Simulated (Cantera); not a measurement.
Feed: 1 mol SiH2Cl2, 14 mol O2, 4.4 mol N2, at 1000 K and 0.133 bar.

Method: chemical equilibrium by Gibbs-energy minimisation in Cantera with the NASA 1993 tables (ideal gas, pure condensed phases). Candidate condensed phases: H2O, NH4Cl, Si, SiO2, Si2N2O, Si3N4; 47 gas species. Rates play no part.

Base state: O2 0.667, N2 0.229, HCl 0.0636, H2O 0.0203, Cl2 0.0202, Cl 0.000151, NO 3.01e-5 (mole fractions); condensed: SiO2(β-quartz).

**Question.** What changes in the equilibrium state with this change: N2 from 4.4 to 130 mol?

**Answer.** 
```json
[
 {"species": "N2", "before": "0.229", "after": "0.897"},
 {"species": "O2", "before": "0.667", "after": "0.0888"},
 {"species": "HCl", "before": "0.0636", "after": "0.00996"},
 {"species": "Cl2", "before": "0.0202", "after": "0.00190"},
 {"species": "H2O", "before": "0.0203", "after": "0.00192"},
 {"species": "Cl", "before": "0.000151", "after": "4.64e-5"},
 {"species": "NO", "before": "3.01e-5", "after": "2.17e-5"},
 {"species": "SiO2(β-quartz), mol", "before": "1.00", "after": "1.00"}
]
```

**Question.** What changes in the equilibrium state with this change: pressure from 0.133 bar to 0.0100 bar?

**Answer.** 
```json
[
 {"species": "O2", "before": "0.667", "after": "0.668"},
 {"species": "N2", "before": "0.229", "after": "0.228"},
 {"species": "HCl", "before": "0.0636", "after": "0.0777"},
 {"species": "Cl2", "before": "0.0202", "after": "0.0128"},
 {"species": "H2O", "before": "0.0203", "after": "0.0130"},
 {"species": "Cl", "before": "0.000151", "after": "0.000440"},
 {"species": "NO", "before": "3.01e-5", "after": "3.00e-5"},
 {"species": "SiO2(β-quartz), mol", "before": "1.00", "after": "1.00"}
]
```
